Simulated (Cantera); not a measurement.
An isothermal, constant-pressure homogeneous reactor starts with 15.6 % NO, 84.4 % N2, at 1775 K and 760 Torr.

Cantera simulation using GRI-Mech 3.0 (53 species, 325 reactions); the numbers are that mechanism's predictions, not measurements.

x: mole fraction; the columns are a selection and need not sum to one.

```json
[
 {"t (s)": "0.000100", "x NO": "0.156", "x O2": "9.97e-10", "x N2": "0.844", "x O": "2.13e-7", "x N2O": "4.46e-7", "x NO2": "…"},
 {"t (s)": "0.000444", "x NO": "0.156", "x O2": "1.23e-8", "x N2": "0.844", "x O": "4.22e-7", "x N2O": "1.84e-6", "x NO2": "…"},
 {"t (s)": "0.00197", "x NO": "0.156", "x O2": "3.67e-7", "x N2": "0.844", "x O": "1.37e-6", "x N2O": "5.99e-6", "x NO2": "…"},
 {"t (s)": "0.00877", "x NO": "0.156", "x O2": "1.73e-5", "x N2": "0.844", "x O": "3.89e-6", "x N2O": "1.00e-5", "x NO2": "…"},
 {"t (s)": "0.0390", "x NO": "0.156", "x O2": "0.000161", "x N2": "0.844", "x O": "4.36e-6", "x N2O": "1.02e-5", "x NO2": "…"},
 {"t (s)": "0.173", "x NO": "0.155", "x O2": "0.000804", "x N2": "0.845", "x O": "4.99e-6", "x N2O": "1.00e-5", "x NO2": "…"},
 {"t (s)": "0.770", "x NO": "0.149", "x O2": "0.00360", "x N2": "0.847", "x O": "7.09e-6", "x N2O": "9.26e-6", "x NO2": "…"},
 {"t (s)": "3.42", "x NO": "0.127", "x O2": "0.0145", "x N2": "0.858", "x O": "1.22e-5", "x N2O": "6.72e-6", "x NO2": "…"},
 {"t (s)": "15.2", "x NO": "0.0707", "x O2": "0.0427", "x N2": "0.887", "x O": "2.00e-5", "x N2O": "2.15e-6", "x NO2": "8.53e-5"},
 {"t (s)": "67.5", "x NO": "0.0153", "x O2": "0.0704", "x N2": "0.914", "x O": "2.54e-5", "x N2O": "2.42e-7", "x NO2": "…"},
 {"t (s)": "300", "x NO": "0.00278", "x O2": "0.0767", "x N2": "0.920", "x O": "2.65e-5", "x N2O": "1.58e-7", "x NO2": "…"}
]
```

**Question.** Complete the blanks.

**Answer.** 
- 0.000100, x NO2: 2.53e-7
- 0.000444, x NO2: 1.78e-6
- 0.00197, x NO2: 1.01e-5
- 0.00877, x NO2: 3.45e-5
- 0.0390, x NO2: 3.91e-5
- 0.173, x NO2: 4.46e-5
- 0.770, x NO2: 6.21e-5
- 3.42, x NO2: 9.24e-5
- 67.5, x NO2: 2.35e-5
- 300, x NO2: 4.46e-6
